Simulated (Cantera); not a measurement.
A perfectly stirred reactor is fed with 19.1 % H2, 10.6 % O2, 70.2 % N2, equivalence ratio 0.90, at 0.260 bar; it is held at 1325 K, and followed from long to short residence time.

Cantera simulation using the H2/O2 subset of GRI-Mech 3.0, which has no nitrogen chemistry; the numbers are that mechanism's predictions, not measurements. The temperature is held fixed by assumption; the heat of reaction is taken as removed at once.

One state of this run: x H2 = 0.000531; x O2 = 0.0119; x H2O = 0.211; x O = 5.15e-5; x HO2 = 1.46e-6; x H2O2 = 2.31e-7; x H = 6.35e-5. x: mole fraction; the columns are a selection and need not sum to one.

Task: Which value of τ (s) does it belong to?
(A) 0.025
(B) 0.21
(C) 0.0031
(D) 1.7

Result: D, 1.7
